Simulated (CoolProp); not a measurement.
Saturation properties of CH3F (R41) (Tc = 44.1 °C, pc = 5906 kPa, ω = 0.200).

The numbers come from the reference Helmholtz-energy equation of state, Lemmon 2006 in CoolProp. It is a short technical equation, of lower accuracy than the large ones.

```tsv
T (°C)	p (kPa)	liquid density (kg/m³)	vapour density (kg/m³)	liquid cp (kJ/(kg K))
-90.55	49.20	906.1	1.134	2.060
-79.35	95.89	883.2	2.113	2.070
-68.15	172.4	859.5	3.658	2.090
-57.05	288.5	834.8	5.949	2.121
-45.85	459.2	808.6	9.276	2.166
-34.65	697.7	780.8	13.94	2.227
-23.55	1016	751.2	20.30	2.312
-12.35	1437	718.7	29.06	2.432
-1.15	1977	682.7	41.10	2.607
9.95	2650	642.2	57.81	2.886
```

It boils at -78.4 °C under 1 atm.
